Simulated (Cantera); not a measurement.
Feed: 1 mol B, 4.7 mol NH3, 0.13 mol N2, held at 0.113 Torr.

Cantera equilibrium calculation (NASA polynomials, part measured and part estimated; ideal gas, pure solids and liquids). Candidate condensed phases: B, BN; 15 gas species. The tables' values for BH2 are old estimates; treat these amounts as uncertain. Kinetics and transport are ignored.

x: gas mole fraction; n: condensed amount in mol.

| T (K) | x H2 | x N2 | x H | x B | x BH2 | x BH | x BN | n BN(s) | n B(s) |
|---|---|---|---|---|---|---|---|---|---|
| 1600 | 0.777 | 0.219 | 0.00391 | 9.46e-9 | 9.11e-7 | … | 2.19e-10 | 1.000 | 0 |
| 1675 | 0.773 | 0.218 | 0.00834 | 1.43e-7 | 4.02e-6 | … | 2.47e-9 | 1.000 | 0 |
| 1750 | 0.766 | 0.217 | 0.0166 | 1.70e-6 | 1.55e-5 | … | 2.25e-8 | 1.000 | 0 |
| 1825 | 0.753 | 0.216 | 0.0312 | 1.65e-5 | 5.32e-5 | … | 1.70e-7 | 0.999 | 0 |
| 1900 | 0.731 | 0.213 | 0.0554 | 0.000135 | 0.000163 | … | 1.10e-6 | 0.997 | 0 |
| 1975 | 0.660 | 0.248 | 0.0908 | 0.000583 | 0.000267 | … | 4.17e-6 | 0 | 0.991 |
| 2050 | 0.612 | 0.241 | 0.145 | 0.00200 | 0.000379 | … | 1.16e-5 | 0 | 0.975 |

Task: What belongs in the gaps?

Result: 
- 1600, x BH: 1.47e-9
- 1675, x BH: 1.46e-8
- 1750, x BH: 1.19e-7
- 1825, x BH: 8.15e-7
- 1900, x BH: 4.75e-6
- 1975, x BH: 1.46e-5
- 2050, x BH: 3.67e-5
